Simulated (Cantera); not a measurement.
A perfectly stirred reactor is fed with CH4 : CO : O2 : N2 = 1 : 0.93 : 3.57 : 13.4 (molar parts), at 0.550 bar; it is adiabatic with a 775 K inlet, and is followed from long to short residence time, starting on the burning branch (τ in s: 0.36, 0.14, 0.057, 0.023, 0.0091, 0.0036, 0.0015, 0.00058, 0.00023, 9.2e-05, 3.7e-05).

Detailed kinetics in Cantera: GRI-Mech 3.0 (53 species, 325 reactions).

One state of this run: T (K) = 1980; x CH4 = 5.65e-5; x CO = 0.0205; x O2 = 0.0666; x HO2 = 5.93e-6; x H2O2 = 1.44e-7; x C2H = 1.13e-11; x N2O = 1.57e-7. x: mole fraction; the columns are a selection and need not sum to one.

Task: Which value of τ (s) does it belong to?
A. 0.00023
B. 3.7e-5
C. 0.057
D. 0.0015

Result: D, 0.0015
